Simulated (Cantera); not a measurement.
An adiabatic, constant-pressure homogeneous reactor starts with CH₄ : CO : O₂ : N₂ = 1 : 0.075 : 2.08 : 7.82 (molar parts), equivalence ratio 0.98, at 1550 K and 0.987 atm. Integrator tolerance rtol = 1e-08.

Detailed kinetics in Cantera: GRI-Mech 3.0 (53 species, 325 reactions).

### Question
What does this change do: pressure from 0.987 atm to 9.87 atm?

### Answer
```
quantity                                                            before                                    after
---------------------------------  ---------------------------------------  ---------------------------------------
time of steepest temperature rise                                 0.731 ms                                 0.121 ms
temperature at 0.300 s                                              2746 K                                   2906 K
equilibrium temperature                                             2746 K                                   2906 K
x(CH₄) at 0.300 s                    <1e-12 (gas-phase equilibrium <1e-12)    <1e-12 (gas-phase equilibrium <1e-12)
x(CO) at 0.300 s                     0.0421 (gas-phase equilibrium 0.0421)    0.0346 (gas-phase equilibrium 0.0346)
x(O₂) at 0.300 s                     0.0221 (gas-phase equilibrium 0.0221)    0.0169 (gas-phase equilibrium 0.0169)
x(HCO) at 0.300 s                  3.80e-8 (gas-phase equilibrium 3.80e-8)  1.21e-7 (gas-phase equilibrium 1.21e-7)
x(C₂H) at 0.300 s                    <1e-12 (gas-phase equilibrium <1e-12)    <1e-12 (gas-phase equilibrium <1e-12)
x(OH) at 0.300 s                     0.0199 (gas-phase equilibrium 0.0199)    0.0160 (gas-phase equilibrium 0.0160)
```

### Question
What does this change do: initial temperature 1550 to 1350 K?

### Answer
```
quantity                                                            before                                    after
---------------------------------  ---------------------------------------  ---------------------------------------
time of steepest temperature rise                                 0.731 ms                                  6.36 ms
temperature at 0.300 s                                              2746 K                                   2673 K
equilibrium temperature                                             2746 K                                   2673 K
x(CH₄) at 0.300 s                    <1e-12 (gas-phase equilibrium <1e-12)    <1e-12 (gas-phase equilibrium <1e-12)
x(CO) at 0.300 s                     0.0421 (gas-phase equilibrium 0.0421)    0.0363 (gas-phase equilibrium 0.0363)
x(O₂) at 0.300 s                     0.0221 (gas-phase equilibrium 0.0221)    0.0197 (gas-phase equilibrium 0.0197)
x(HCO) at 0.300 s                  3.80e-8 (gas-phase equilibrium 3.80e-8)  2.49e-8 (gas-phase equilibrium 2.49e-8)
x(C₂H) at 0.300 s                    <1e-12 (gas-phase equilibrium <1e-12)    <1e-12 (gas-phase equilibrium <1e-12)
x(OH) at 0.300 s                     0.0199 (gas-phase equilibrium 0.0199)    0.0163 (gas-phase equilibrium 0.0163)
```
